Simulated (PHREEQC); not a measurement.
Dissolve 3.9 mmol/kgw HNO3, 45 mmol/kgw AlCl3, 0.069 mmol/kgw MnSO4 and 63 mmol/kgw NaCl at 25 °C. Closed to the air; pH follows from the charge balance.

Computed with PHREEQC (ion-association model, phreeqc.dat).

The ionic strength comes out as 0.337 mol/kgw. What activity coefficients do MnCl+, Na+, AlOH+2, Al+3, HSO4- get?

MnCl+ 0.70, Na+ 0.73, AlOH+2 0.26, Al+3 0.10, HSO4- 0.73.

Precipitation was switched off in this run.
